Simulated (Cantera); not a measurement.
## Thermodynamics of aluminium nitride and oxide growth, feed AlCl3 + O2 + N2 + NH3

A closed system holds: 1 mol AlCl3, 2.4 mol O2, 26 mol N2, 0.045 mol NH3, held at 13.3 mbar.

Equilibrium computed with Cantera from the NASA thermochemical tables; the gas is ideal and each condensed phase is pure. Candidate condensed phases: Al, AlCl3, AlN, Al2O3, H2O, NH4Cl; 45 gas species. Condensed phases not in the tables: AlOCl. Equilibrium is a limit: real reactors are often held back by kinetics, nucleation or transport.

| T (°C) | log p N2 | log p Cl | log p O2 | log p Cl2 | n Al2O3(s) |
|---|---|---|---|---|---|
| 602 | -1.93 | -5.93 | -3.12 | -3.19 | 0.500 |
| 702 | -1.93 | -5.17 | -3.12 | -3.19 | 0.500 |
| 802 | -1.93 | -4.55 | -3.12 | -3.19 | 0.500 |
| 902 | -1.93 | -4.05 | -3.13 | -3.22 | 0.500 |
| 1002 | -1.93 | -3.64 | -3.13 | -3.27 | 0.500 |
| 1102 | -1.93 | -3.33 | -3.13 | -3.39 | 0.500 |
| 1202 | -1.94 | -3.11 | -3.14 | -3.61 | 0.500 |
| 1302 | -1.94 | -2.99 | -3.14 | -3.93 | 0.500 |
| 1402 | -1.95 | -2.94 | -3.15 | -4.33 | 0.500 |
| 1502 | -1.95 | -2.92 | -3.15 | -4.73 | 0.500 |
| 1602 | -1.95 | -2.91 | -3.16 | -5.11 | 0.500 |
| 1702 | -1.95 | -2.91 | -3.16 | -5.47 | 0.500 |
log p: log10 of the partial pressure in bar; n: condensed amount in mol.

From 602 °C to 1702 °C the condensed part is Al2O3(s).
